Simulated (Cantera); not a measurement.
**Transport properties of process gases**

Gas mixture: 29.6 % CH4, 23.9 % CH3OH, 39.6 % H2O, 6.96 % C2H6, at 0.310 bar, frozen composition.

Cantera's kinetic-theory transport with the Lennard-Jones parameters of GRI-Mech 3.0, ideal gas; thermal conductivity in the multicomponent form. Polar gases are described roughly by these parameters.

```json
[
 {"T (K)": "400", "ρ (kg/m³)": "0.202", "cp (J/kg/K)": "1959", "μ (µPa s)": "13.8", "λ (mW/m/K)": "39.6", "Pr": "0.682", "D (cm²/s) H2": "4.00", "D (cm²/s) N2": "1.10", "D (cm²/s) CH4": "1.10"},
 {"T (K)": "500", "ρ (kg/m³)": "0.161", "cp (J/kg/K)": "2188", "μ (µPa s)": "17.0", "λ (mW/m/K)": "54.2", "Pr": "0.688", "D (cm²/s) H2": "5.90", "D (cm²/s) N2": "1.65", "D (cm²/s) CH4": "1.67"},
 {"T (K)": "600", "ρ (kg/m³)": "0.134", "cp (J/kg/K)": "2418", "μ (µPa s)": "20.2", "λ (mW/m/K)": "70.3", "Pr": "0.695", "D (cm²/s) H2": "8.08", "D (cm²/s) N2": "2.28", "D (cm²/s) CH4": "2.34"},
 {"T (K)": "700", "ρ (kg/m³)": "0.115", "cp (J/kg/K)": "2628", "μ (µPa s)": "23.2", "λ (mW/m/K)": "87.0", "Pr": "0.702", "D (cm²/s) H2": "10.5", "D (cm²/s) N2": "2.99", "D (cm²/s) CH4": "3.10"},
 {"T (K)": "800", "ρ (kg/m³)": "0.101", "cp (J/kg/K)": "2814", "μ (µPa s)": "26.2", "λ (mW/m/K)": "104", "Pr": "0.707", "D (cm²/s) H2": "13.2", "D (cm²/s) N2": "3.78", "D (cm²/s) CH4": "3.93"},
 {"T (K)": "900", "ρ (kg/m³)": "0.0896", "cp (J/kg/K)": "2980", "μ (µPa s)": "29.0", "λ (mW/m/K)": "121", "Pr": "0.712", "D (cm²/s) H2": "16.1", "D (cm²/s) N2": "4.63", "D (cm²/s) CH4": "4.84"},
 {"T (K)": "1000", "ρ (kg/m³)": "0.0806", "cp (J/kg/K)": "3148", "μ (µPa s)": "31.7", "λ (mW/m/K)": "139", "Pr": "0.717", "D (cm²/s) H2": "19.2", "D (cm²/s) N2": "5.54", "D (cm²/s) CH4": "5.82"}
]
```
D: mixture-averaged diffusion coefficient of that species in the mixture.
